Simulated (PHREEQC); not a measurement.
Solution (25 °C): 1 mol/kgw HF, 0.0012 mol/kgw Na2B4O7 and 0.0018 mol/kgw LiCl. Closed to the air; pH follows from the charge balance.

The numbers come from PHREEQC with the ion-association model, wateq4f.dat.

No solid was allowed to form.

Question: What pH does the model give?

Answer: pH 1.61.

Question: In which forms is F present?

Answer: H2F2 60 %, HF 34 %, HF2- 2.9 %, BF4- 1.9 %, F- 1.1 % of the F.

wateq4f.dat counts part of the HF as a dimer, H2F2, which phreeqc.dat doesn't know; its constant is uncertain. Real BF4- forms and hydrolyses slowly; the run takes it at equilibrium.
